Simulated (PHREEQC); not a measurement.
Consider water at 70 °C with 0.0032 mol H2SO4, 0.00019 mol K2SO4 and 0.003 mol CuSO4 per kg of water. Closed to the air; pH follows from the charge balance.

Computed with PHREEQC (ion-association model, phreeqc.dat).

Each row changes one thing in this solution. This is a speciation only: nothing precipitates in the calculation.

| case | pH | ionic strength (mol/kgw) | SO4-2 (mol/kgw) | HSO4- (mol/kgw) | KSO4- (mol/kgw) |
|---|---|---|---|---|---|
| as made | 2.45 | 0.0145 | 0.00327 | 0.00239 | 9.95e-6 |
| CuSO4 from 0.003 to 0.0033 mol/kgw | 2.45 | 0.0152 | 0.00342 | 0.00245 | 1.03e-5 |
| H2SO4 replaced by KHSO4 at the same molality | 2.79 | 0.0159 | 0.00409 | 0.00136 | 0.000114 |
| CuSO4 from 0.003 to 0.006 mol/kgw | 2.51 | 0.0217 | 0.00483 | 0.00286 | 1.32e-5 |
| CuSO4 replaced by FeSO4 at the same molality | 2.44 | 0.0138 | 0.00314 | 0.00233 | 9.65e-6 |
| CuSO4 from 0.003 to 0.0027 mol/kgw | 2.44 | 0.0137 | … | 0.00234 | 9.59e-6 |
| diluted 100-fold with water | 4.21 | … | 6.24e-5 | 1.10e-6 | 3.06e-9 |
| diluted 10-fold with water | 3.27 | 0.00196 | 0.000539 | 7.43e-5 | 2.28e-7 |

Fill in the missing entries.


- CuSO4 from 0.003 to 0.0027 mol/kgw, SO4-2 (mol/kgw): 0.00311
- diluted 100-fold with water, ionic strength (mol/kgw): 0.000218

Complexes and solids missing from the database can't appear. Constants without temperature data keep their 25 °C values here.
